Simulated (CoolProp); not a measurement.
The fluoroketone C6F12O (FK-5-1-12) along the isotherm 449.1 K: density (kg/m³) from the reference equation and from simpler models built on Tc = 441.8 K, pc = 1.869 MPa, ω = 0.471; each cubic takes its own stable root.

The numbers come from the reference Helmholtz-energy equation of state, McLinden 2015 in CoolProp.

```
p (MPa)          phase  reference  ideal gas  van der Waals  Redlich-Kwong  Soave-Redlich-Kwong  Peng-Robinson
-------  -------------  ---------  ---------  -------------  -------------  -------------------  -------------
0.175              gas      15.29      14.81          15.23          15.29                15.28          15.33
0.35               gas      31.64      29.62          31.38          31.63                31.59          31.83
0.526              gas      49.35      44.52          48.73          49.32                49.23          49.80
0.701              gas      68.47      59.33          67.31          68.43                68.25          69.32
0.876              gas      89.48      74.14          87.53          89.40                89.07          90.87
1.05               gas      112.8      88.87          109.7          112.6                112.0          114.8
1.23               gas      140.2      104.1          135.6          139.9                138.9          143.2
1.4                gas      170.6      118.5          163.9          170.1                168.3          174.4
1.58               gas      210.0      133.7          200.4          209.1                205.9          214.8
1.75               gas      259.0      148.1          246.6          258.2                251.7          264.5
1.93     supercritical      339.1      163.4          335.5          344.4                324.3          343.8
2.1      supercritical      538.5      177.7          538.3          568.3                476.6          508.2
2.28     supercritical      787.6      193.0          594.2          670.2                625.6          679.9
2.45     supercritical      856.7      207.4          625.0          719.6                687.2          752.0
2.63     supercritical      898.6      222.6          648.9          757.0                730.6          802.4
2.8      supercritical      926.8      237.0          667.0          784.9                761.9          838.7
```
